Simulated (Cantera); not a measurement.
An isothermal, constant-pressure homogeneous reactor starts with CH₄ : CO₂ = 0.55 : 0.87 (molar parts), at 1500 K and 1000000 Pa.

Computed with Cantera and GRI-Mech 3.0 (53 species, 325 reactions).

Task: Predict: x(CH₄) at 100 s; x(CO₂) at 100 s.

Result: 
```
Property                                          Result
---------------  ---------------------------------------
x(CH₄) at 100 s  0.0192 (gas-phase equilibrium 0.000123)
x(CO₂) at 100 s    0.0577 (gas-phase equilibrium 0.0458)
```
